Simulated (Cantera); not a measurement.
Cantera run:

```python
import numpy as np
import cantera as ct

gas_names = [...]  # 87 gases of nasa_gas.yaml made of C, H, Si
cond_names = """
    C(gr) C6H6(L) C7H8(L) C8H18(L),n-octa Si(cr) Si(L) SiC(b)
""".split()


# ... load() reads the species with a 1 bar reference pressure and builds the phases ...
atoms = {
    'SiH4': {'Si': 1, 'H': 4},
    'C2H4': {'C': 2, 'H': 4},
    'H2': {'H': 2},
}
top_T = {'C(gr)': 4500, 'SiC(b)': 3050}  # K; cautious upper limits of use, not melting points


# ... equilibrate(T, P, feed) seeds the gas with the atoms and calls Mixture.equilibrate('TP', solver="vcs", rtol=1e-11, max_steps=5000) ...
results = []
feed = {'SiH4': 1, 'C2H4': 0.0099, 'H2': 49}  # mol
P = 44000  # Pa
for T in [1475, 1525, 1575, 1625, 1675, 1725, 1775, 1825, 1875, 1925, 1975, 2025]:
    mix = equilibrate(T, P, feed)
    results.append((T, P, feed, dict(zip(mix.species_names, mix.species_moles))))
    x = sorted(zip(gas.X, gas.species_names), reverse=True)
    print(f"T = {T:g} K  P = {P:g} Pa  gas = {mix.phase_moles(0):.4g} mol")
    print("   x: " + "  ".join(f"{s} {v:.3e}" for v, s in x if v > 0.0001))
    print("   condensed (mol): " + ("  ".join(f"{mix.phase(i).name} {mix.phase_moles(i):.4g}"
          for i in range(1, mix.n_phases) if mix.phase_moles(i) > 1e-12) or "none"))
```

Result:

```
T = 1475 K  P = 44000 Pa  gas = 51.02 mol
   x: H2 1.000e+00
   condensed (mol): Si(cr) 0.9806  SiC(b) 0.01937
T = 1525 K  P = 44000 Pa  gas = 51.02 mol
   x: H2 1.000e+00
   condensed (mol): Si(cr) 0.9805  SiC(b) 0.01939
T = 1575 K  P = 44000 Pa  gas = 51.02 mol
   x: H2 9.999e-01
   condensed (mol): Si(cr) 0.9804  SiC(b) 0.01941
T = 1625 K  P = 44000 Pa  gas = 51.02 mol
   x: H2 9.999e-01  H 1.064e-04
   condensed (mol): Si(cr) 0.9802  SiC(b) 0.01942
T = 1675 K  P = 44000 Pa  gas = 51.02 mol
   x: H2 9.998e-01  H 1.750e-04
   condensed (mol): Si(cr) 0.9799  SiC(b) 0.01943
T = 1725 K  P = 44000 Pa  gas = 51.03 mol
   x: H2 9.997e-01  H 2.799e-04
   condensed (mol): Si(L) 0.9794  SiC(b) 0.01942
T = 1775 K  P = 44000 Pa  gas = 51.03 mol
   x: H2 9.995e-01  H 4.362e-04
   condensed (mol): Si(L) 0.9788  SiC(b) 0.01938
T = 1825 K  P = 44000 Pa  gas = 51.04 mol
   x: H2 9.993e-01  H 6.637e-04
   condensed (mol): Si(L) 0.9779  SiC(b) 0.01934
T = 1875 K  P = 44000 Pa  gas = 51.05 mol
   x: H2 9.989e-01  H 9.877e-04
   condensed (mol): Si(L) 0.9764  SiC(b) 0.01928
T = 1925 K  P = 44000 Pa  gas = 51.06 mol
   x: H2 9.984e-01  H 1.440e-03
   condensed (mol): Si(L) 0.9741  SiC(b) 0.01919
T = 1975 K  P = 44000 Pa  gas = 51.08 mol
   x: H2 9.977e-01  H 2.060e-03
   condensed (mol): Si(L) 0.9704  SiC(b) 0.01901
T = 2025 K  P = 44000 Pa  gas = 51.1 mol
   x: H2 9.968e-01  H 2.897e-03  Si 1.323e-04  SiH2 1.218e-04
   condensed (mol): Si(L) 0.9648  SiC(b) 0.01869
```

Cantera equilibrium calculation (NASA polynomials, part measured and part estimated; ideal gas, pure solids and liquids). Mutual solubility and eutectic melting of coexisting phases are not modelled. Gases not in the tables: Si2H6 and higher silanes.
